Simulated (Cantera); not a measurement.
A perfectly stirred reactor is fed with 68.1 % CH₄, 25.2 % H₂O, 6.74 % H₂, at 7.10 bar; it is held at 2025 K, and followed from long to short residence time.

Computed with Cantera and GRI-Mech 3.0 (53 species, 325 reactions). GRI-Mech 3.0 stops at C3 and has no aromatics, soot or wall deposition, so with more carbon than oxygen in the feed, carbon stays in small species such as C2H2 where larger ones or solid carbon would form.

x: mole fraction; the columns are a selection and need not sum to one.

```csv
τ (s),x CH₄,x H₂O,x H₂,x CH₂O,x OH,x C₂H₄,x HO₂
0.73,0.0195,0.00144,0.742,2.90e-7,1.26e-7,0.00312,<1e-12
0.37,0.0200,(withheld),0.740,2.95e-7,(withheld),0.00313,<1e-12
0.18,0.0210,0.00552,0.738,3.07e-7,4.86e-7,0.00316,<1e-12
0.093,0.0227,0.0101,0.733,3.32e-7,8.89e-7,0.00322,<1e-12
0.047,0.0257,0.0180,0.725,3.87e-7,1.59e-6,0.00331,<1e-12
0.023,0.0308,0.0311,0.711,5.17e-7,2.77e-6,0.00347,<1e-12
0.012,0.0376,0.0477,0.694,7.63e-7,4.28e-6,0.00366,<1e-12
0.0059,0.0484,0.0701,0.669,1.28e-6,6.36e-6,0.00392,<1e-12
0.0030,0.0629,0.0937,0.641,2.16e-6,8.58e-6,0.00420,<1e-12
0.0015,(withheld),(withheld),0.608,(withheld),(withheld),(withheld),1.43e-12
```

Question: Fill in the missing entries.

Answer: 
- 0.37, x H₂O: 0.00278
- 0.37, x OH: 2.44e-7
- 0.0015, x CH₄: 0.0836
- 0.0015, x H₂O: 0.117
- 0.0015, x CH₂O: 3.62e-6
- 0.0015, x OH: 1.09e-5
- 0.0015, x C₂H₄: 0.00455
